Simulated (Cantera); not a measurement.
Input (Python, Cantera) and output of one run.

```python
import numpy as np
import cantera as ct

gas_names = """
    CL CLO CL2 H HCL HOCL HO2 H2 H2O H2O2 O OH O2 O3 Ti TiCL TiCL2 TiCL3 TiCL4 TiO TiOCL TiOCL2 TiO2
""".split()
cond_names = """
    H2O(s) H2O(L) Ti(a) Ti(b) Ti(L) TiCL2(s) TiCL3(s) TiCL4(L) TiO(a) TiO(b) TiO(L) TiO2(ru) TiO2(L)
    Ti2O3(a) Ti2O3(b) Ti2O3(L) Ti3O5(a) Ti3O5(b) Ti3O5(L) Ti4O7(s) Ti4O7(L)
""".split()


def load(file, names, dense=False):
    # The tables refer to 1 bar. Condensed volumes are neglected.
    table = {s.name: s for s in ct.Species.list_from_file(file)}
    out = []
    for n in names:
        d = dict(table[n].input_data)
        d["thermo"] = dict(d["thermo"], **{"reference-pressure": 1e5})
        if dense:
            d["equation-of-state"] = {"model": "constant-volume", "density": "1e6 g/cm^3"}
        out.append(ct.Species.from_dict(d))
    return out


gas = ct.Solution(thermo="ideal-gas", species=load("nasa_gas.yaml", gas_names))
cond = {s.name: ct.Solution(thermo="fixed-stoichiometry", species=[s], name=s.name)
        for s in load("nasa_condensed.yaml", cond_names, dense=True)}
atoms = {
    'TiO2': {'Ti': 1, 'O': 2},
    'Cl2': {'CL': 2},
    'H2O': {'H': 2, 'O': 1},
}
top_T = {'TiCL2(s)': 1300, 'TiCL3(s)': 1000}  # K; cautious upper limits of use, not melting points


def equilibrate(T, P, feed):
    n = {}
    for name, mol in feed.items():
        for a, k in atoms[name].items():
            n[a] = n.get(a, 0.0) + k * mol
    gas.TPX = T, P, n
    mass = sum(n.values()) * gas.mean_molecular_weight
    gas.equilibrate("TP")
    valid = [c for c in cond.values() if c.min_temp <= T <= top_T.get(c.name, c.max_temp)]
    mix = ct.Mixture([(gas, mass / gas.mean_molecular_weight)] + [(c, 0.0) for c in valid])
    mix.T, mix.P = T, P
    mix.equilibrate("TP", solver="vcs", rtol=1e-11, max_steps=5000)
    return mix


results = []
feed = {'TiO2': 1, 'Cl2': 1.6, 'H2O': 0.011}  # mol
T = 1223  # K
P = 120000  # Pa
mix = equilibrate(T, P, feed)
results.append((T, P, feed, dict(zip(mix.species_names, mix.species_moles))))
print(gas.report(threshold=0.0001))
for i in range(1, mix.n_phases):
    print(f"{mix.phase(i).name:16s} {mix.phase_moles(i):12.5e} mol")
```

Result:

```
       temperature   1223 K
          pressure   1.2e+05 Pa
           density   0.83073 kg/m^3
  mean mol. weight   70.394 kg/kmol
   phase of matter   gas

                          1 kg             1 kmol
                     ---------------   ---------------
          enthalpy        4.3539e+05        3.0649e+07  J
   internal energy        2.9094e+05        2.0481e+07  J
           entropy            3889.9        2.7383e+05  J/K
    Gibbs function        -4.322e+06       -3.0424e+08  J
 heat capacity c_p             533.3             37541  J/K
 heat capacity c_v            415.19             29227  J/K

                      mass frac. Y      mole frac. X     chem. pot. / RT
                     ---------------   ---------------   ---------------
                CL         0.0027093         0.0053799           -14.752
               CL2           0.97749           0.97052           -29.504
               HCL         0.0070278           0.01357           -38.008
                O2         0.0031577         0.0069469           -31.931
             TiCL4         0.0096022         0.0035638           -131.24
     [  +18 minor]        1.4169e-05        2.0412e-05

Ti(b)             0.00000e+00 mol
TiCL2(s)          0.00000e+00 mol
TiCL4(L)          0.00000e+00 mol
TiO(a)            0.00000e+00 mol
TiO2(ru)          9.94224e-01 mol
Ti2O3(b)          0.00000e+00 mol
Ti3O5(b)          0.00000e+00 mol
Ti4O7(s)          0.00000e+00 mol
```

Method: chemical equilibrium by Gibbs-energy minimisation in Cantera with the NASA 1993 tables (ideal gas, pure condensed phases).
